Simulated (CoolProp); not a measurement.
Hydrogen chloride at 241.99 K and 0.293 MPa is compressed adiabatically to 0.954 MPa with isentropic efficiency 0.7. Each further row changes one setting.

Computed with CoolProp (reference Helmholtz-energy equation of state, Thol 2018).

```tsv
case	work (kJ/kg)	final temperature (K)	final density (kg/m³)
as stated	106	376.1	11.4
efficiency 1	74.5	338.5	12.9
efficiency 0.65	115	385.9	11.1
```
